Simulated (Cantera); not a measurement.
What does this Cantera script print?

```python
import numpy as np
import cantera as ct

gas = ct.Solution("gri30.yaml", transport_model="multicomponent")
show = ['H2O', 'CH4', 'C2H2']

rows = []
print(f"{'T/K':>7s}{'rho':>11s}{'cp':>10s}{'mu':>11s}{'lambda':>11s}{'Pr':>7s}" + "".join(f"{'D_' + s:>11s}" for s in show))
for T in [400, 550, 700, 850, 1000, 1150, 1300]:
    gas.TPX = T, 101325, {'N2O': 0.19}
    Pr = gas.cp_mass * gas.viscosity / gas.thermal_conductivity
    D = [gas.mix_diff_coeffs_mole[gas.species_index(s)] for s in show]
    rows.append([gas.density, gas.cp_mass, gas.viscosity, gas.thermal_conductivity, Pr, *D])
    print(f"{T:7g}{gas.density:11.4e}{gas.cp_mass:10.1f}{gas.viscosity:11.4e}"
          f"{gas.thermal_conductivity:11.4e}{Pr:7.3f}" + "".join(f"{d:11.4e}" for d in D))
print("SI units: kg/m3, J/kg/K, Pa s, W/m/K, m2/s")
```

Output:

```
    T/K        rho        cp         mu     lambda     Pr      D_H2O      D_CH4     D_C2H2
    400 1.3409e+00     970.3 1.9459e-05 2.5299e-02  0.746 2.9206e-05 2.9070e-05 2.1027e-05
    550 9.7522e-01    1073.4 2.5486e-05 3.6724e-02  0.745 5.4186e-05 5.1465e-05 3.7671e-05
    700 7.6624e-01    1150.2 3.0799e-05 4.7670e-02  0.743 8.5271e-05 7.8476e-05 5.7860e-05
    850 6.3102e-01    1209.9 3.5602e-05 5.8097e-02  0.741 1.2176e-04 1.0965e-04 8.1229e-05
   1000 5.3637e-01    1254.7 4.0022e-05 6.7878e-02  0.740 1.6314e-04 1.4467e-04 1.0752e-04
   1150 4.6641e-01    1285.1 4.4145e-05 7.6847e-02  0.738 2.0904e-04 1.8330e-04 1.3654e-04
   1300 4.1259e-01    1311.4 4.8030e-05 8.5477e-02  0.737 2.5916e-04 2.2535e-04 1.6813e-04
SI units: kg/m3, J/kg/K, Pa s, W/m/K, m2/s
```

Detailed kinetics in Cantera: GRI-Mech 3.0 (53 species, 325 reactions). The composition is frozen, though it would react at the higher temperatures.
